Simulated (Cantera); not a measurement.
An isothermal, constant-pressure homogeneous reactor starts with H₂ : O₂ = 0.12 : 1 (molar parts), equivalence ratio 0.060, at 1125 K and 0.0133 bar.

Detailed kinetics in Cantera: the H2/O2 subset of GRI-Mech 3.0, which has no nitrogen chemistry. Radical loss at walls, strong at low pressure, is not modelled. The temperature is held fixed by assumption; the heat of reaction is taken as removed at once.

x: mole fraction; the columns are a selection and need not sum to one.

| t (s) | x H₂ | x O₂ | x OH | x H₂O₂ | x O | x H₂O | x H |
|---|---|---|---|---|---|---|---|
| 5.00e-5 | 0.107 | 0.893 | 2.21e-10 | <1e-12 | 2.78e-10 | 1.18e-10 | 8.04e-10 |
| 0.000148 | 0.107 | 0.893 | 1.35e-9 | <1e-12 | 2.13e-9 | 2.13e-9 | 2.85e-9 |
| 0.000439 | 0.107 | 0.893 | 2.08e-8 | 8.14e-12 | 3.70e-8 | 6.54e-8 | 3.66e-8 |
| 0.00130 | 0.107 | 0.893 | [?] | 2.52e-10 | [?] | [?] | [?] |
| 0.00385 | 0.00361 | 0.830 | 0.00511 | 1.85e-7 | 0.0455 | 0.0877 | 0.0281 |
| 0.0114 | 0.00204 | 0.852 | 0.00390 | 1.94e-7 | 0.0288 | 0.0997 | 0.0131 |
| 0.0338 | 0.000622 | 0.877 | 0.00214 | 2.15e-7 | 0.00839 | 0.110 | 0.00203 |
| 0.100 | 8.34e-5 | 0.885 | 0.000779 | 1.52e-7 | 0.00112 | 0.113 | 9.81e-5 |
| 0.296 | 9.76e-6 | 0.887 | 0.000271 | 6.60e-8 | 0.000135 | 0.113 | 4.08e-6 |
| 0.877 | 1.50e-6 | 0.887 | 0.000108 | 2.39e-8 | 2.14e-5 | 0.113 | 2.59e-7 |
| 2.60 | 3.10e-7 | 0.887 | 4.97e-5 | 8.36e-9 | 4.52e-6 | 0.113 | 2.51e-8 |
| 7.70 | 7.81e-8 | 0.887 | 2.51e-5 | 2.89e-9 | 1.16e-6 | 0.113 | 3.25e-9 |
| 22.8 | 2.23e-8 | 0.887 | 1.35e-5 | 9.97e-10 | 3.34e-7 | 0.113 | 5.04e-10 |
| 67.5 | 7.14e-9 | 0.887 | 7.65e-6 | 3.60e-10 | 1.07e-7 | 0.113 | 9.20e-11 |
| 200 | [?] | 0.887 | [?] | 1.71e-10 | [?] | 0.113 | 2.64e-11 |

### Question
What belongs in the gaps?

### Answer

- 0.00130, x OH: 2.31e-5
- 0.00130, x O: 4.16e-5
- 0.00130, x H₂O: 8.21e-5
- 0.00130, x H: 4.02e-5
- 200, x H₂: 3.09e-9
- 200, x OH: 5.04e-6
- 200, x O: 4.65e-8
